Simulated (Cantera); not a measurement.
A Cantera script and what it prints.

```python
import numpy as np
import cantera as ct

gas_names = """
    AL ALN ALO ALO2 AL2 AL2O AL2O2 N NO NO2 NO3 N2 N2O O O2 O3
""".split()
cond_names = """
    AL(cr) AL(L) ALN(s) AL2O3(a) AL2O3(L)
""".split()


# ... load() reads the species with a 1 bar reference pressure and builds the phases ...
atoms = {
    'Al2O3': {'AL': 2, 'O': 3},
    'N2': {'N': 2},
}
top_T = {'ALN(s)': 2750}  # K; cautious upper limits of use, not melting points


# ... equilibrate(T, P, feed) seeds the gas with the atoms and calls Mixture.equilibrate('TP', solver="vcs", rtol=1e-11, max_steps=5000) ...
results = []
feed = {'Al2O3': 1, 'N2': 0.21}  # mol
P = 57  # Pa
for T in [2098, 2198, 2298, 2398, 2498, 2598, 2698, 2798, 2898, 2998]:
    mix = equilibrate(T, P, feed)
    results.append((T, P, feed, dict(zip(mix.species_names, mix.species_moles))))

top = {s: max(r[3][s] / sum(r[3][g] for g in gas_names) for r in results) for s in gas_names}
cols = sorted((s for s in top if top[s] > 1e-06), key=lambda s: -top[s])[:8]
seen = [c for c in cond_names if any(r[3].get(c, 0) > 1e-12 for r in results)]
print("log10 of partial pressures in bar; condensed amounts in mol")
print(f"{'T/K':>10s}" + "".join(f"{s[:9]:>10s}" for s in cols + seen))
for T, P, feed, n in results:
    ng = sum(n[g] for g in gas_names)
    print(f"{T:10.4g}" + "".join(f"{np.log10(max(n[s] / ng * P / 1e5, 1e-99)):10.3f}" for s in cols)
          + "".join(f"{n.get(c, 0):10.4g}" for c in seen))
```

Output:

```
log10 of partial pressures in bar; condensed amounts in mol
       T/K        N2         O        AL       ALO      AL2O        O2        NO     AL2O2  AL2O3(a)  AL2O3(L)
      2098    -3.244    -7.423    -7.483    -8.167    -8.886    -9.119    -7.795   -10.926         1         0
      2198    -3.244    -6.709    -6.829    -7.385    -8.063    -8.270    -7.267    -9.955         1         0
      2298    -3.246    -6.061    -6.228    -6.669    -7.307    -7.503    -6.790    -9.068    0.9998         0
      2398    -3.250    -5.486    -5.687    -6.043    -6.654    -6.838    -6.373    -8.314         0    0.9994
      2498    -3.262    -4.966    -5.195    -5.480    -6.072    -6.245    -6.003    -7.648         0    0.9978
      2598    -3.300    -4.488    -4.740    -4.963    -5.538    -5.702    -5.677    -7.038         0    0.9927
      2698    -3.420    -4.047    -4.321    -4.486    -5.047    -5.202    -5.419    -6.479         0    0.9728
      2798    -4.071    -3.637    -3.935    -4.046    -4.598    -4.737    -5.449    -5.966         0    0.6868
      2898    -4.576    -3.553    -3.786    -4.143    -4.897    -4.899    -5.724    -6.502         0         0
      2998    -4.609    -3.524    -3.722    -4.359    -5.377    -5.150    -5.811    -7.255         0         0
```

These are equilibrium values from Cantera (NASA tables, ideal gas, pure condensed phases), not measurements of a reactor.
